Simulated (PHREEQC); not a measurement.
## Acid rinse or clean: speciation

Make-up at 25 °C: 0.015 mol/kgw HCl and 0.00018 mol/kgw CuCl2. Closed to the air; pH follows from the charge balance.

Computed with PHREEQC (ion-association model, phreeqc.dat).

```yaml
pH: 1.87
ionic_strength: 0.0155 mol/kgw
specific_conductance: 5900 µS/cm
total_alkalinity: -15.0 meq/kg
```

| species | molality | activity | log γ |
|---|---|---|---|
| Cl- | 0.0154 | 0.0135 | -0.055 |
| H+ | 0.0150 | 0.0135 | -0.046 |
| Cu+2 | 0.000175 | 0.000110 | -0.204 |
| CuCl+ | 4.53e-6 | 3.99e-6 | -0.055 |
| CuCl2 | 2.89e-8 | 2.90e-8 | 0.002 |

No solid was allowed to form.
